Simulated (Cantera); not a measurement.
A freely propagating, adiabatic, planar premixed flame of CO : H2 : O2 : N2 = 1 : 1.3 : 0.958 : 3.6 (molar parts), unburnt at 500 K and 0.540 bar; mixture-averaged transport, grid criteria slope 0.08 and curve 0.16, no radiation.

Model: GRI-Mech 3.0 (53 species, 325 reactions), integrated in Cantera. Burning velocities carry a grid error of a few per cent, more on coarse grids.

**Question.** What does this change do: inlet temperature 500 to 700 K?

**Answer.** 
```json
[
 {"quantity": "laminar burning velocity", "before": "379 cm/s", "after": "721 cm/s"},
 {"quantity": "thermal thickness", "before": "1.14 mm", "after": "1.33 mm"},
 {"quantity": "peak x(OH)", "before": "0.0138", "after": "0.0163"},
 {"quantity": "peak x(H)", "before": "0.0491", "after": "0.0573"}
]
```

**Question.** What does this change do: inlet temperature 500 to 325 K?

**Answer.** 
| quantity | before | after |
|---|---|---|
| laminar burning velocity | 379 cm/s | 190 cm/s |
| thermal thickness | 1.14 mm | 0.911 mm |
| peak x(OH) | 0.0138 | 0.0118 |
| peak x(H) | 0.0491 | 0.0421 |
